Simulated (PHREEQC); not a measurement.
Ca(OH)2 is added in steps, without added water, to 1 kg of water holding 0.0037 mol/kgw HF, 0.0012 mol/kgw CaCl2 and 0.034 mol/kgw MnSO4, at 25 °C. The system is closed to oxygen. CO2 from the air is kept out. Only these solids could form: Gypsum, Fluorite, Portlandite, Pyrochroite.

Base run: PHREEQC, ion-association model, wateq4f.dat. Each further column changes one thing. The table gives Ca+2 (mol/kgw).

```
Ca(OH)2 added (mol)      base  CaCl2 from 0.0012 to 0.00132 mol/kgw  CaCl2 from 0.0012 to 0.00108 mol/kgw  no solid may form
-------------------  --------  ------------------------------------  ------------------------------------  -----------------
0                    0.000176                              0.000210                              0.000147           0.000733
0.004219              0.00224                               0.00231                               0.00216            0.00328
0.008438              0.00478                               0.00486                               0.00470            0.00575
0.01406               0.00801                               0.00804                               0.00798            0.00896
0.01828               0.00839                               0.00842                               0.00835             0.0114
0.0225                0.00885                               0.00889                               0.00880             0.0140
0.02672               0.00941                               0.00946                               0.00936             0.0167
0.03094                0.0101                                0.0102                                0.0101             0.0195
0.03656                0.0116                                0.0117                                0.0115             0.0233
0.04078                0.0140                                0.0141                                0.0139             0.0262
0.045                  0.0165                                0.0166                                0.0164             0.0291
```

 In at least one series the solution becomes supersaturated in solids that the run did not let form, among them Gypsum, Fluorite, Pyrochroite.
